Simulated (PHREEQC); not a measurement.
Make-up at 30 °C: 35 mmol/kgw RbCl, 0.19 mmol/kgw KHF2 and 60 mmol/kgw Na3PO4. Closed to the air; pH follows from the charge balance.

Equilibrium calculation in PHREEQC: ion-association model, wateq4f.dat.

No solid was allowed to form.

Problem. What pH, ionic strength does the model give?

Solution. pH 11.92; ionic strength 0.356 mol/kgw.

Problem. In which forms is P present?

Solution. PO4-3 69 %, HPO4-2 28 %, NaHPO4- 2.4 % of the P.

H3PO4, which wateq4f.dat lacks, is added to it with the constant of phreeqc.dat.
